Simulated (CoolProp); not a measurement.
R404A at 451.74 K and 10.3 MPa flows at 1.2 m/s in a round tube of 6 mm bore and 15 µm roughness, fully developed (64/Re and Nu = 3.66 if laminar; Colebrook and Gnielinski if turbulent). Each further row changes one setting.

Computed with CoolProp (reference Helmholtz-energy equation of state, Lemmon 2003). It is a pseudo-pure fit of the blend.

```tsv
case	Reynolds number	Darcy friction factor	pressure drop (Pa/m)	heat-transfer coefficient (W/(m² K))	mass flow (kg/h)
as stated	___	0.0266	___	___	47.5
velocity 2.4 m/s	163000	___	___	4050	94.9
diameter 12 mm	163000	___	518	___	___
```

Problem. Fill in the missing entries.

Solution. 
- as stated, Reynolds number: 81600
- as stated, pressure drop (Pa/m): 1240
- as stated, heat-transfer coefficient (W/(m² K)): 2070
- velocity 2.4 m/s, Darcy friction factor: 0.0258
- velocity 2.4 m/s, pressure drop (Pa/m): 4810
- diameter 12 mm, Darcy friction factor: 0.0222
- diameter 12 mm, heat-transfer coefficient (W/(m² K)): 1760
- diameter 12 mm, mass flow (kg/h): 190

Viscosity comes from a separate model (Geller 2000). Thermal conductivity comes from a separate model (Geller 2001).
